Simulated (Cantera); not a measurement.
## Silicon carbide growth: CH3SiH3 + CH4 + H2

A closed system holds: 1 mol CH3SiH3, 0.15 mol CH4, 9.3 mol H2, at 180 Pa.

Method: chemical equilibrium by Gibbs-energy minimisation in Cantera with the NASA 1993 tables (ideal gas, pure condensed phases). Candidate condensed phases: C, C6H6, C7H8, C8H18, Si, SiC; 87 gas species. The feed counts by its element totals alone. Gases not in the tables: Si2H6 and higher silanes. Rates play no part.

From 1200 K to 2200 K the condensed part is C(graphite) + SiC(s).

```csv
T (K),x H2,x H,x Si,x C2H2 (acetylene),x SiC2,x Si2C,x SiH,n C(graphite),n SiC(s)
1200,1.000,4.65e-6,1.30e-12,1.03e-7,<1e-12,<1e-12,<1e-12,0.150,1.00
1300,1.000,2.61e-5,7.12e-11,5.76e-7,<1e-12,<1e-12,2.51e-11,0.150,1.00
1400,1.000,0.000115,2.19e-9,2.52e-6,1.53e-12,1.43e-12,4.64e-10,0.150,1.00
1500,1.000,0.000415,4.26e-8,9.02e-6,7.45e-11,6.49e-11,5.80e-9,0.150,1.000
1600,0.999,0.00128,5.69e-7,2.75e-5,2.21e-9,1.81e-9,5.26e-8,0.149,1.000
1700,0.996,0.00347,5.59e-6,7.31e-5,4.39e-8,3.37e-8,3.66e-7,0.148,1.000
1800,0.991,0.00840,4.25e-5,0.000174,6.20e-7,4.51e-7,2.05e-6,0.146,0.999
1900,0.981,0.0185,0.000260,0.000375,6.58e-6,4.56e-6,9.49e-6,0.144,0.996
2000,0.960,0.0376,0.00133,0.000738,5.49e-5,3.64e-5,3.74e-5,0.148,0.981
2100,0.922,0.0705,0.00578,0.00133,0.000372,0.000236,0.000128,0.191,0.911
2200,0.850,0.122,0.0220,0.00218,0.00211,0.00129,0.000380,0.388,0.625
```
x: gas mole fraction; n: condensed amount in mol.
